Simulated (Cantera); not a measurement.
An isothermal, constant-pressure homogeneous reactor starts with N2O = 1 (molar parts), at 1125 K and 0.0780 bar.

Computed with Cantera and GRI-Mech 3.0 (53 species, 325 reactions). GRI-Mech 3.0 was tuned for natural gas; its chemistry of N2O as a main component is partial and can be far from experiment. The mechanism lacks the step 2 NO + O2 → 2 NO2, which can matter for NO2 below about 1400 K. The temperature is held fixed by assumption; the heat of reaction is taken as removed at once.

x: mole fraction; the columns are a selection and need not sum to one.

| t (s) | x N2O | x NO2 | x O | x O2 | x NO | x N2 |
|---|---|---|---|---|---|---|
| 9.00e-5 | 1.000 | <1e-12 | 3.11e-7 | 1.49e-7 | 2.48e-8 | 6.21e-7 |
| 0.000232 | 1.000 | <1e-12 | 4.71e-7 | 6.87e-7 | 1.14e-7 | 1.90e-6 |
| 0.000596 | 1.000 | <1e-12 | 5.21e-7 | 2.40e-6 | 3.99e-7 | 5.53e-6 |
| 0.00153 | 1.000 | 1.58e-12 | 5.23e-7 | 6.94e-6 | 1.15e-6 | 1.50e-5 |
| 0.00394 | 1.000 | 1.14e-11 | 5.23e-7 | 1.86e-5 | 3.09e-6 | 3.93e-5 |
| 0.0101 | 1.000 | 7.74e-11 | 5.23e-7 | 4.86e-5 | 8.07e-6 | 0.000102 |
| 0.0261 | 1.000 | 5.14e-10 | 5.23e-7 | 0.000126 | 2.09e-5 | 0.000263 |
| 0.0671 | 0.999 | 3.32e-9 | 5.23e-7 | 0.000324 | 5.38e-5 | 0.000676 |
| 0.173 | 0.997 | ? | 5.23e-7 | ? | ? | ? |
| 0.444 | 0.993 | 1.17e-7 | 5.22e-7 | 0.00214 | 0.000355 | 0.00446 |
| 1.14 | 0.982 | 5.45e-7 | 5.22e-7 | 0.00547 | 0.000907 | 0.0114 |
| 2.94 | 0.955 | ? | 5.22e-7 | ? | ? | ? |
| 7.56 | 0.890 | 5.38e-6 | 5.20e-7 | 0.0339 | 0.00561 | 0.0706 |
| 19.4 | 0.747 | 1.32e-5 | 5.16e-7 | 0.0778 | 0.0129 | 0.162 |
| 50.0 | 0.494 | 2.77e-5 | 5.04e-7 | 0.156 | 0.0256 | 0.324 |

### Question
Fill in the missing entries.

### Answer

- 0.173, x NO2: 2.06e-8
- 0.173, x O2: 0.000834
- 0.173, x NO: 0.000138
- 0.173, x N2: 0.00174
- 2.94, x NO2: 1.92e-6
- 2.94, x O2: 0.0138
- 2.94, x NO: 0.00229
- 2.94, x N2: 0.0288
